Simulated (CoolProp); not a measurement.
Model: reference Helmholtz-energy equation of state, Lemmon 2006, in CoolProp. It is a short technical equation, of lower accuracy than the large ones.

**Question.** For neopentane, give the phase and the density (kg/m³), Joule-Thomson coefficient (K/MPa), isothermal compressibility (1/MPa), expansivity (1/kK) at 199.05 °C and 15.1 MPa.

**Answer.** 
- 199.05 °C and 15.1 MPa: supercritical; density 423, Joule-Thomson coefficient 0.287, isothermal compressibility 0.0149, expansivity 2.91
